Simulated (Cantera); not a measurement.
What does this Cantera script print?

```python
import numpy as np
import cantera as ct

gas = ct.Solution("gri30.yaml")


def delay(T, t_max=10):
    gas.TPX = T, 240000, {'CH4': 1, 'CO': 0.097, 'O2': 5, 'N2': 24.5}
    reactor = ct.IdealGasReactor(gas, clone=False)
    net = ct.ReactorNet([reactor])
    net.rtol, net.atol = 1e-8, 1e-16
    while net.time < t_max:
        t_old, T_old = net.time, reactor.T
        net.step()
        if reactor.T > T + 400:  # ignition: a rise of 400 K
            return t_old + (T + 400 - T_old) / (reactor.T - T_old) * (net.time - t_old)
    return np.nan


taus = []
for T in [1200, 1250, 1300, 1350, 1400, 1450, 1500, 1550]:
    taus.append(delay(T))
    print(f"T0 = {T:6g} K   tau = {taus[-1]:.4e} s")
```

Result:

```
T0 =   1200 K   tau = 1.6671e-02 s
T0 =   1250 K   tau = 8.5107e-03 s
T0 =   1300 K   tau = 4.5095e-03 s
T0 =   1350 K   tau = 2.4786e-03 s
T0 =   1400 K   tau = 1.4135e-03 s
T0 =   1450 K   tau = 8.3691e-04 s
T0 =   1500 K   tau = 5.1469e-04 s
T0 =   1550 K   tau = 3.2856e-04 s
```

Computed with Cantera and GRI-Mech 3.0 (53 species, 325 reactions).
